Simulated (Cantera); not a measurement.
Input: 1 mol (CH3)2SiCl2, 0.99 mol CH4, 30 mol H2, equilibrated at 2073.15 K and 24.0 mbar.

These are equilibrium values from Cantera (NASA tables, ideal gas, pure condensed phases), not measurements of a reactor. Candidate condensed phases: C, C6H6, C7H8, C8H18, Si, SiC; 109 gas species. The feed counts by its element totals alone. The tables' values for SiCl are old estimates; treat these amounts as uncertain. Gases not in the tables: Si2H6 and higher silanes. Equilibrium is a limit: real reactors are often held back by kinetics, nucleation or transport.

Base state: H2 0.928, HCl 0.0534, H 0.0164, C2H2 (acetylene) 0.00114, Cl 0.000695, SiCl2 0.000482, Si 0.000296, SiCl 5.38e-5 (mole fractions); condensed: C(graphite) + SiC(s).

### Question
What changes in the equilibrium state with this change: temperature from 2073.15 K to 1873 K?

### Answer
| species | before | after |
|---|---|---|
| H2 | 0.928 | 0.940 |
| HCl | 0.0534 | 0.0547 |
| H | 0.0164 | 0.00404 |
| SiCl2 | 0.000482 | 0.000296 |
| SiC2 | 1.70e-5 | 2.68e-7 |
| Si2C | 1.09e-5 | 1.88e-7 |
| Si | 0.000296 | 1.22e-5 |
| SiH | 2.54e-5 | 1.71e-6 |
| C(graphite), mol | 1.94 | 1.98 |
| SiC(s), mol | 0.967 | 0.988 |

### Question
What changes in the equilibrium state with this change: temperature from 2073.15 K to 2325 K?

### Answer
```tsv
species	before	after
H2	0.928	0.867
H	0.0164	0.0661
HCl	0.0534	0.0486
Si	0.000296	0.00744
Si2	2.59e-7	2.31e-5
SiC2	1.70e-5	0.00112
C(graphite), mol	1.94	1.99
SiC(s), mol	0.967	0.566
```
